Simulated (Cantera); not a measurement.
Gas activation for diamond growth

An isothermal, constant-pressure homogeneous reactor starts with CH₄ : H₂ = 0.017 : 1 (molar parts), at 1498 K and 5700 Pa.

Detailed kinetics in Cantera: GRI-Mech 3.0 (53 species, 325 reactions). GRI-Mech 3.0 stops at C3 and has no aromatics, soot or wall deposition, so with more carbon than oxygen in the feed, carbon stays in small species such as C2H2 where larger ones or solid carbon would form.

```csv
t (s),x CH₄,x H₂,x C₂H₄,x C₂H₂,x C₂H₆,x C₂H
7.00e-5,0.0167,0.983,<1e-12,<1e-12,<1e-12,<1e-12
0.000220,0.0167,0.983,<1e-12,<1e-12,<1e-12,<1e-12
0.000689,0.0167,0.983,1.33e-12,<1e-12,2.95e-12,<1e-12
0.00216,0.0167,0.983,4.05e-11,<1e-12,8.15e-11,<1e-12
0.00678,0.0167,0.983,1.28e-9,9.61e-12,2.00e-9,<1e-12
0.0213,0.0167,0.983,4.53e-8,1.71e-9,3.24e-8,<1e-12
0.0668,0.0167,0.983,1.29e-6,3.44e-7,2.13e-7,<1e-12
0.210,0.0167,0.983,6.40e-6,1.41e-5,3.85e-7,1.75e-12
0.658,0.0165,0.983,7.96e-6,8.43e-5,3.84e-7,1.06e-11
2.06,0.0161,0.984,1.11e-5,0.000299,3.66e-7,3.76e-11
6.47,0.0148,0.984,2.00e-5,0.000906,3.17e-7,1.15e-10
20.3,0.0119,0.986,4.09e-5,0.00232,2.16e-7,2.98e-10
63.7,0.00750,0.988,7.34e-5,0.00446,1.04e-7,5.87e-10
200,0.00439,0.989,9.68e-5,0.00596,5.57e-8,8.03e-10
```
x: mole fraction; the columns are a selection and need not sum to one.

Equilibrium at this temperature and pressure: CH₄ 0.00383, H₂ 0.990, C₂H₄ 0.000101, C₂H₂ 0.00623, C₂H₆ 5.00e-8, C₂H 8.44e-10 (gas phase only).
